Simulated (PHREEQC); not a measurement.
PHREEQC input (Pitzer model, pitzer.dat):

```
SOLUTION 1
  temp 93
  units mol/kgw
  pH 7 charge
END
SELECTED_OUTPUT 1
  -reset false
  -pH true
  -pe true
  -ionic_strength true
  -water true
  -totals Na S
  -molalities H+ Na+ SO4-2 OH- HSO4-
  -equilibrium_phases Thenardite Mirabilite
PRINT
  -reset false
USE solution 1
REACTION_PRESSURE 1
  1 50 100 200 300 400 500 600 800 1000
EQUILIBRIUM_PHASES 1
  Thenardite 0 30
  Mirabilite 0 0
END
```

Selected output (columns that matter, 10 of 10 rows; P (atm) added in front):

```
P (atm)	pH	mu	Na	S	m_H+	m_Na+	m_SO4-2	m_OH-	Thenardite
1	7.0325	8.9016	5.9344	2.9672	1.6753e-07	5.9344	2.9672	8.3692e-06	27.033
50	7.0241	9.0199	6.0133	3.0067	1.6683e-07	6.0133	3.0066	8.3471e-06	26.993
100	7.0166	9.1173	6.0782	3.0391	1.664e-07	6.0782	3.0391	8.3411e-06	26.961
200	7.0012	9.313	6.2087	3.1043	1.6554e-07	6.2087	3.1043	8.338e-06	26.896
300	6.9851	9.5219	6.348	3.174	1.6448e-07	6.348	3.174	8.3393e-06	26.826
400	6.9681	9.7495	6.4997	3.2498	1.6308e-07	6.4997	3.2498	8.3417e-06	26.75
500	6.9501	10	6.6667	3.3333	1.6119e-07	6.6667	3.3333	8.3448e-06	26.667
600	6.9314	10.275	6.8497	3.4249	1.5869e-07	6.8497	3.4249	8.3461e-06	26.575
800	6.8914	10.907	7.2713	3.6356	1.5133e-07	7.2713	3.6356	8.3423e-06	26.364
1000	6.8478	11.677	7.7844	3.8922	1.4002e-07	7.7844	3.8922	8.3349e-06	26.108
```

Constants without temperature data keep their 25 °C values here.
